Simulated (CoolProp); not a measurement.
Vapour-liquid equilibrium of n-octane (1) + m-xylene (2) at 7.21 kPa; x and y are mole fractions of (1).

Values from CoolProp's multi-fluid Helmholtz-energy mixture model, Beckmüller 2019 and Zhou 2012; pair parameters Bell 2016.

| x | bubble temperature, mixture model (K) | bubble temperature, Raoult's law (K) | y, mixture model | y, Raoult's law |
|---|---|---|---|---|
| 0.05 | 334.3 | 334.5 | 0.085 | 0.077 |
| 0.2 | ___ | 332.6 | ___ | 0.285 |
| 0.35 | 330.2 | 330.9 | ___ | 0.462 |
| 0.5 | ___ | 329.3 | 0.615 | 0.615 |
| 0.65 | 327.3 | 327.8 | ___ | 0.749 |
| 0.8 | ___ | 326.4 | 0.856 | 0.865 |
| 0.95 | 325.0 | 325.1 | ___ | 0.968 |

Problem. Fill in the missing entries.

Solution. 
- 0.2, bubble temperature, mixture model (K): 332.1
- 0.2, y, mixture model: 0.299
- 0.35, y, mixture model: 0.471
- 0.5, bubble temperature, mixture model (K): 328.6
- 0.65, y, mixture model: 0.741
- 0.8, bubble temperature, mixture model (K): 326.1
- 0.95, y, mixture model: 0.965

The largest gap from Raoult's law is -0.7 K in bubble temperature, at x = 0.35. No azeotrope shows between x = 0.05 and 0.95.

Pair parameters are fitted to limited data, so mixtures are less certain than the pure fluids.
